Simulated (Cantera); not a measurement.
An isothermal, constant-pressure homogeneous reactor starts with C₃H₈ : H₂ = 1 : 180 (molar parts), at 1550 K and 0.350 bar. Integrator tolerance rtol = 1e-08.

Detailed kinetics in Cantera: GRI-Mech 3.0 (53 species, 325 reactions). GRI-Mech 3.0 was tuned for natural gas; its chemistry of propane as a main component is partial and can be far from experiment. GRI-Mech 3.0 stops at C3 and has no aromatics, soot or wall deposition, so with more carbon than oxygen in the feed, carbon stays in small species such as C2H2 where larger ones or solid carbon would form.

**Question.** What does this change do: H2 180 to 22 parts?

**Answer.** 
| quantity | before | after |
|---|---|---|
| x(C₃H₈) at 2.00 s | 4.09e-11 (gas-phase equilibrium 4.13e-11) | 1.79e-9 (gas-phase equilibrium 1.65e-9) |
| x(H₂) at 2.00 s | 0.988 (gas-phase equilibrium 0.987) | 0.922 (gas-phase equilibrium 0.924) |
| x(C₂H₆) at 2.00 s | 3.83e-7 (gas-phase equilibrium 3.93e-7) | 4.90e-6 (gas-phase equilibrium 4.50e-6) |
| x(CH₃) at 2.00 s | 8.44e-6 (gas-phase equilibrium 1.06e-5) | 3.97e-5 (gas-phase equilibrium 3.60e-5) |
| x(C₂H₄) at 2.00 s | 0.000249 (gas-phase equilibrium 0.000191) | 0.00224 (gas-phase equilibrium 0.00233) |
| x(CH₄) at 2.00 s | 0.00758 (gas-phase equilibrium 0.00972) | 0.0356 (gas-phase equilibrium 0.0318) |
